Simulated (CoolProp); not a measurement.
Vapour-liquid equilibrium of dimethyl ether (1) + ethanol (2) at 282.5 K; x and y are mole fractions of (1).

Computed with CoolProp (multi-fluid Helmholtz-energy mixture model, Wu 2011 and Schroeder 2014; pair parameters Bell 2016).

Problem. Give the bubble pressure and the first vapour's composition at x = 0.125, 0.5, 0.8. Is there an azeotrope?

Solution. x = 0.125: 0.7740 bar, y = 0.964; x = 0.5: 2.274 bar, y = 0.991; x = 0.8: 3.031 bar, y = 0.996. No azeotrope shows between x = 0.05 and 0.95.

The pair parameters rest on a limited set of measurements; away from them the model extrapolates. With so large a gap from Raoult's law the liquid may split in two, which this calculation doesn't test in full.
